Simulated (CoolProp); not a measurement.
Vapour-liquid equilibrium of m-xylene (1) + o-xylene (2) at 254.05 °C; x and y are mole fractions of (1).

Computed with CoolProp (multi-fluid Helmholtz-energy mixture model, Zhou 2012 and Zhou 2012; pair parameters Bell 2016).

| x | bubble pressure (MPa) | y at the bubble point | dew pressure at overall composition x (MPa) | liquid density (mol/L) |
|---|---|---|---|---|
| 0.05 | 0.9457 | 0.054 | 0.9454 | 6.060 |
| 0.2 | 0.9614 | 0.214 | 0.9601 | 6.024 |
| 0.35 | 0.9781 | 0.370 | 0.9760 | 5.987 |
| 0.5 | 0.9953 | 0.522 | 0.9929 | 5.950 |
| 0.65 | 1.013 | 0.669 | 1.010 | 5.913 |
| 0.8 | 1.030 | 0.813 | 1.028 | 5.876 |
| 0.95 | 1.046 | 0.954 | 1.045 | 5.841 |

No azeotrope shows between x = 0.05 and 0.95.

Pair parameters are fitted to limited data, so mixtures are less certain than the pure fluids.
